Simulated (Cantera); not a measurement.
# SiCl₄ + H₂ (chlorosilane synthesis and conversion)

A closed system holds: 1 mol SiCl₄, 9.5 mol H₂, at 3.80 bar.

Method: chemical equilibrium by Gibbs-energy minimisation in Cantera with the NASA 1993 tables (ideal gas, pure condensed phases). Candidate condensed phases: Si; 19 gas species. The tables' values for SiCl₃ are old estimates; treat these amounts as uncertain. Equilibrium is a limit: real reactors are often held back by kinetics, nucleation or transport.

| T (K) | x H₂ | x HCl | x SiCl₄ | x SiHCl₃ | x SiCl₂ | x SiCl₃ |
|---|---|---|---|---|---|---|
| 775 | 0.898 | 0.00720 | 0.0881 | 0.00711 | 4.04e-9 | 1.58e-6 |
| 875 | 0.892 | 0.0129 | 0.0825 | 0.0125 | 2.47e-7 | 1.88e-5 |
| 975 | 0.885 | 0.0201 | 0.0756 | 0.0190 | 6.29e-6 | 0.000130 |
| 1075 | 0.876 | 0.0287 | 0.0677 | 0.0257 | 8.40e-5 | 0.000599 |
| 1175 | 0.866 | 0.0388 | 0.0591 | 0.0311 | 0.000671 | 0.00201 |
| 1275 | 0.854 | 0.0515 | 0.0498 | 0.0333 | 0.00338 | 0.00508 |
| 1375 | 0.837 | 0.0691 | 0.0393 | 0.0303 | 0.0109 | 0.00965 |
| 1475 | 0.816 | 0.0919 | 0.0277 | 0.0233 | 0.0241 | 0.0140 |
x: gas mole fraction; nothing condenses.

From 775 K to 1475 K nothing is condensed. The main Si-bearing gas is SiCl₄ throughout.
